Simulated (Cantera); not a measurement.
Input: 1 mol Al, a varied amount of HCl, 6.9 mol H₂, at 1.20 Pa.

Equilibrium computed with Cantera from the NASA thermochemical tables; the gas is ideal and each condensed phase is pure. Candidate condensed phases: Al, AlCl₃; 12 gas species. The tables' values for AlCl₂ are old estimates. Rates play no part.

Stable condensed phases, one row left out:

```
T in K \ n(HCl) in mol
         1.2 2.9 4.6 6.3   8 9.7  11
   1148    A   A   A   A   A   A   A
   1098    A   A   A   A   A   A   A
   1048    A   A   A   A   A   A   A
    998    A   A   A   A   A   A   A
    948    A   A   A   A   A   A   A
    898    A   A   A   A   A   A   A
    798    B   A   A   A   A   A   A
    748    B   A   A   A   A   A   A
    698    B   B   A   A   A   A   A
```

A: gas only; B: Al.

Problem. Give the row for 848 K.

Solution. 1.2: gas only; 2.9: gas only; 4.6: gas only; 6.3: gas only; 8: gas only; 9.7: gas only; 11: gas only.
